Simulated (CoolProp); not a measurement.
Vapour pressure (bar) of R113: the reference equation beside estimates from Tc = 487.2 K, pc = 33.92 bar, ω = 0.253.

Model: reference Helmholtz-energy equation of state, Marx 1992, in CoolProp.

```
T (K)  reference  Lee-Kesler  Soave-Redlich-Kwong
-----  ---------  ----------  -------------------
248      0.03825     0.03746              0.03841
252.1    0.04890     0.04786              0.04899
256.1    0.06158           ?              0.06159
260.2    0.07732     0.07565              0.07720
264.3    0.09627           ?              0.09599
268.4     0.1189           ?               0.1184
272.4     0.1450           ?               0.1444
276.5     0.1765      0.1732               0.1756
280.6     0.2134      0.2095               0.2122
284.6     0.2552      0.2509               0.2536
```

Task: Complete the blanks.

Result: 
- 256.1, Lee-Kesler: 0.06025
- 264.3, Lee-Kesler: 0.09421
- 268.4, Lee-Kesler: 0.1164
- 272.4, Lee-Kesler: 0.1421

Absolute difference from the reference over all 10 rows, mean and median: Lee-Kesler 2.0 and 2.1 %, Soave-Redlich-Kwong 0.4 and 0.4 %.
